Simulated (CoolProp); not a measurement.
Model: reference Helmholtz-energy equation of state, Thol 2019, in CoolProp.

Q: Give the vapour pressure (MPa), enthalpy of vaporisation (kJ/kg), vapour Z, surface tension (mN/m) of saturated decamethylcyclopentasiloxane (D5) at 360, 380.4, 441.3 K.

A: 
```csv
T (K),p (MPa),enthalpy of vaporisation (kJ/kg),vapour Z,surface tension (mN/m)
360,0.00130,152,0.997,13.5
380.4,0.00350,145,0.993,12.1
441.3,0.0327,125,0.960,8.11
```

Surface tension comes from a separate correlation (Mulero 2014), older than this fluid's equation and unchecked against measurements.
